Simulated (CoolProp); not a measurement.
n-perfluorohexane along the isotherm 450 K: fugacity coefficient from the reference equation and from simpler models built on Tc = 448.0 K, pc = 1.742 MPa, ω = 0.497; each cubic takes its own stable root.

Computed with CoolProp (reference Helmholtz-energy equation of state, Gao 2022).

```csv
p (MPa),phase,reference
0.0792,gas,0.9844
0.158,gas,0.9689
0.237,gas,0.9534
0.317,gas,0.9378
0.396,gas,0.9224
0.475,gas,0.9071
0.554,gas,0.8919
0.633,gas,0.8767
0.712,gas,0.8615
0.792,gas,0.8462
0.871,gas,0.8310
```

**Question.** How far does each simpler model (van der Waals, Redlich-Kwong, Peng-Robinson) lie from the reference over these 11 states: mean and median of the absolute difference, and the worst?

**Answer.** 
- van der Waals: mean 1.5 %, median 1.5 %, worst +2.8 % at 450 K and 0.871 MPa
- Redlich-Kwong: mean 0.3 %, median 0.3 %, worst +0.6 % at 450 K and 0.871 MPa
- Peng-Robinson: mean 0.7 %, median 0.7 %, worst -1.1 % at 450 K and 0.871 MPa
